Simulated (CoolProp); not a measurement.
Vapour-liquid equilibrium of R114 (1) + n-heptane (2) at 230 kPa; x and y are mole fractions of (1).

Model: multi-fluid Helmholtz-energy mixture model, Platzer 1990 and Span 2003; pair parameters Bell 2016, in CoolProp. This equation is an older, rougher fit; its heat capacities, sound speeds and derivatives of the liquid may be far off and weren't checked against measurements.

| x | bubble temperature (K) | y at the bubble point | dew temperature at overall composition x (K) | liquid density (mol/L) |
|---|---|---|---|---|
| 0.05 | 382.3 | 0.409 | 400.0 | 6.075 |
| 0.2 | ___ | ___ | ___ | 6.627 |
| 0.35 | 326.6 | 0.927 | 385.6 | 7.011 |
| 0.5 | 317.2 | 0.958 | 376.6 | 7.339 |
| 0.65 | 311.2 | 0.974 | 365.3 | 7.654 |
| 0.8 | ___ | 0.985 | 349.5 | ___ |
| 0.95 | 301.9 | 0.996 | ___ | ___ |

**Question.** Some entries are withheld; supply them.

**Answer.** 
- 0.2, bubble temperature (K): 344.2
- 0.2, y at the bubble point: 0.838
- 0.2, dew temperature at overall composition x (K): 393.3
- 0.8, bubble temperature (K): 306.4
- 0.8, liquid density (mol/L): 7.981
- 0.95, dew temperature at overall composition x (K): 319.9
- 0.95, liquid density (mol/L): 8.341

No azeotrope shows between x = 0.05 and 0.95.

Pair parameters are fitted to limited data, so mixtures are less certain than the pure fluids.
